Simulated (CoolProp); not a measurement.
The numbers come from the reference Helmholtz-energy equation of state, Akasaka 2020 in CoolProp.

For R1123, give the phase and the Z, cp (kJ/(kg K)), speed of sound (m/s), Joule-Thomson coefficient (K/MPa) at 334.1 K and 5.01 MPa; 412.3 K and 5.01 MPa; 423.5 K and 5.01 MPa.


- 334.1 K and 5.01 MPa: supercritical; Z 0.220, cp 6.00, speed of sound 146, Joule-Thomson coefficient 5.09
- 412.3 K and 5.01 MPa: supercritical; Z 0.814, cp 1.22, speed of sound 189, Joule-Thomson coefficient 5.75
- 423.5 K and 5.01 MPa: supercritical; Z 0.835, cp 1.21, speed of sound 195, Joule-Thomson coefficient 5.29
